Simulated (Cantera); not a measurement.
An isothermal plug-flow reactor at 975 K and 1.00 bar (inlet), inlet velocity 1.6 m/s, active area per volume 660 1/m; feed CO : O2 : N2 : H2O = 0.0031 : 0.027 : 0.79 : 0.021 (molar parts), equivalence ratio 0.057.

Detailed kinetics in Cantera: Deutschmann's 1995 Pt surface mechanism with GRI-Mech 3.0 gas chemistry. Catalytic surfaces can have several steady states; this one follows from the mechanism file's or the stated starting coverage. Mass transfer to the wall is taken as infinitely fast.

Task: What does this change do: temperature 975 to 725 K?

Result: 
```
quantity                 before    after
----------------------  -------  -------
x(CO) at z = 0.055 m     <1e-12  4.04e-5
x(O2) at z = 0.055 m     0.0303   0.0303
x(H2O) at z = 0.055 m    0.0250   0.0250
x(CO2) at z = 0.055 m   0.00369  0.00365
θ(free Pt) at the exit    0.230   0.0206
θ(O*) at the exit         0.766    0.976
θ(OH*) at the exit      0.00327  0.00371
```
